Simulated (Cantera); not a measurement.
**Adiabatic ignition**

An adiabatic, constant-volume homogeneous reactor starts with 3.76 % CO, 1.88 % H2, 4.89 % CH4, 16.6 % O2, 72.9 % N2, equivalence ratio 0.76, at 1575 K and 11.8 atm.

Cantera simulation using GRI-Mech 3.0 (53 species, 325 reactions); the numbers are that mechanism's predictions, not measurements. The pressure lies above the range GRI-Mech 3.0 was tuned for (to about 10 atm).

```
t (s)     T (K)  P (bar)    x CO     x H2   x CH4    x O2     x NO2
--------  -----  -------  ------  -------  ------  ------  --------
6.00e-6    1575     12.0  0.0376   0.0187  0.0487   0.166    <1e-12
1.71e-5    1613     12.3  0.0380   0.0182  0.0441   0.162  9.02e-12
4.89e-5    2965     22.4  0.0199  0.00421  <1e-12  0.0442   5.96e-6
0.000139   2948     22.3  0.0197  0.00421  <1e-12  0.0398   1.74e-5
0.000398   2941     22.2  0.0197  0.00422  <1e-12  0.0380   2.18e-5
0.00114    2941     22.2  0.0197  0.00422  <1e-12  0.0380   2.20e-5
0.00324    2941     22.2  0.0197  0.00422  <1e-12  0.0380   2.20e-5
0.00925    2941     22.2  0.0197  0.00422  <1e-12  0.0380   2.20e-5
0.0264     2941     22.2  0.0197  0.00422  <1e-12  0.0380   2.20e-5
0.0754     2941     22.2  0.0197  0.00422  <1e-12  0.0380   2.20e-5
0.215      2941     22.2  0.0197  0.00422  <1e-12  0.0380   2.20e-5
0.614      2941     22.2  0.0197  0.00422  <1e-12  0.0380   2.20e-5
1.75       2941     22.2  0.0197  0.00422  <1e-12  0.0380   2.20e-5
5.00       2941     22.2  0.0197  0.00422  <1e-12  0.0380   2.20e-5
```
x: mole fraction; the columns are a selection and need not sum to one.

```json
{
 "time_of_steepest_temperature_rise": "25.4 µs",
 "temperature at 5.00 s": "2941 K",
 "equilibrium_temperature": "2941 K",
 "x(CO) at 5.00 s": "0.0197 (gas-phase equilibrium 0.0197)",
 "x(H2) at 5.00 s": "0.00422 (gas-phase equilibrium 0.00422)",
 "x(CH4) at 5.00 s": "<1e-12 (gas-phase equilibrium <1e-12)"
}
```
